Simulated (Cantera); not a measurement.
Cantera run:

```python
import numpy as np
import cantera as ct

gas_names = """
    C CO COS CO2 CS CS2 C2 C2O C3 C3O2 C4 C5 Fe FeC5O5 FeO O O2 O3 S SO SO2 SO3 S2 S2O S8
""".split()
cond_names = """
    C(gr) Fe(a) Fe(c) Fe(d) Fe(L) FeC5O5(L) FeO(s) FeO(L) FeS(a) FeS(b) FeS(c) FeS(L) FeSO4(s) FeS2(s)
    Fe2O3(s) Fe2S3O12(s) Fe3O4(s) S(cr1) S(cr2) S(L)
""".split()


# ... load() reads the species with a 1 bar reference pressure and builds the phases ...
atoms = {
    'Fe': {'Fe': 1},
    'SO2': {'S': 1, 'O': 2},
    'CO': {'C': 1, 'O': 1},
}
top_T = {'C(gr)': 4500, 'FeSO4(s)': 950, 'FeS2(s)': 1010, 'Fe2O3(s)': 1830, 'Fe2S3O12(s)': 1100, 'Fe3O4(s)': 1870}  # K; cautious upper limits of use, not melting points


# ... equilibrate(T, P, feed) seeds the gas with the atoms and calls Mixture.equilibrate('TP', solver="vcs", rtol=1e-11, max_steps=5000) ...
results = []
feed = {'Fe': 1, 'SO2': 3.2, 'CO': 1.6}  # mol
T = 1975  # K
P = 1333.22  # Pa
mix = equilibrate(T, P, feed)
results.append((T, P, feed, dict(zip(mix.species_names, mix.species_moles))))
print(gas.report(threshold=1e-06))
for i in range(1, mix.n_phases):
    print(f"{mix.phase(i).name:16s} {mix.phase_moles(i):12.5e} mol")
```

Result:

```
       temperature   1975 K
          pressure   1333.2 Pa
           density   0.0042066 kg/m^3
  mean mol. weight   51.812 kg/kmol
   phase of matter   gas

                          1 kg             1 kmol
                     ---------------   ---------------
          enthalpy       -2.5379e+06        -1.315e+08  J
   internal energy       -2.8549e+06       -1.4792e+08  J
           entropy            6926.3        3.5887e+05  J/K
    Gibbs function       -1.6217e+07       -8.4027e+08  J
 heat capacity c_p            973.78             50454  J/K
 heat capacity c_v            813.31             42139  J/K

                      mass frac. Y      mole frac. X     chem. pot. / RT
                     ---------------   ---------------   ---------------
                CO           0.11967           0.22137           -40.216
               COS         0.0001665        0.00014361           -55.823
               CO2           0.11144            0.1312           -61.939
                Fe         0.0038974          0.003616           -9.3758
               FeO        0.00025049        0.00018065           -31.098
                 O        8.0936e-06        2.6211e-05           -21.723
                O2        1.8637e-05        3.0177e-05           -43.445
                 S         0.0035519         0.0057403           -15.607
                SO          0.083821          0.090368           -37.329
               SO2           0.60025            0.4855           -59.052
               SO3        2.8699e-06        1.8574e-06           -80.775
                S2          0.074863          0.060494           -31.214
               S2O         0.0020613          0.001333           -52.936
     [  +12 minor]        7.8275e-08        6.5168e-08

C(gr)             0.00000e+00 mol
Fe(L)             0.00000e+00 mol
FeC5O5(L)         0.00000e+00 mol
FeO(L)            9.82777e-01 mol
FeS(L)            0.00000e+00 mol
S(L)              0.00000e+00 mol
```

Cantera equilibrium calculation (NASA polynomials, part measured and part estimated; ideal gas, pure solids and liquids). The tables' stoichiometric FeO is somewhat more stable than real wüstite, so its field is too wide. FeO: taken at fixed stoichiometry.
